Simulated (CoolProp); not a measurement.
A single-stage vapour-compression cycle with R236FA: evaporating at 271.15 K (dew point), condensing at 311.15 K (bubble point), superheat 0 K, subcooling 5 K, compressor efficiency 0.65, no pressure losses. Each further row changes one setting.

Values from CoolProp's reference Helmholtz-energy equation of state, Pan 2012.

```
case                              cooling COP  pressure ratio  discharge temperature (K)  refrigerating effect (kJ/kg)  volumetric capacity (kJ/m³)
--------------------------------  -----------  --------------  -------------------------  ----------------------------  ---------------------------
as stated                                3.73            4.15                      315.8                           117                          819
evaporating temperature 276.15 K         4.46            3.38                      314.8                           120                          ___
condensing temperature 306.15 K          4.40             ___                        ___                           123                          863
subcooling 10 K                           ___            4.15                      315.8                           123                          863
superheat 10 K                            ___            4.15                      326.2                           ___                          839
compressor efficiency 0.55               3.15            4.15                      321.9                           117                          819
```

Q: Fill in the missing entries.

A: 
- evaporating temperature 276.15 K, volumetric capacity (kJ/m³): 1020
- condensing temperature 306.15 K, pressure ratio: 3.55
- condensing temperature 306.15 K, discharge temperature (K): 310.7
- subcooling 10 K, cooling COP: 3.93
- superheat 10 K, cooling COP: 3.79
- superheat 10 K, refrigerating effect (kJ/kg): 125
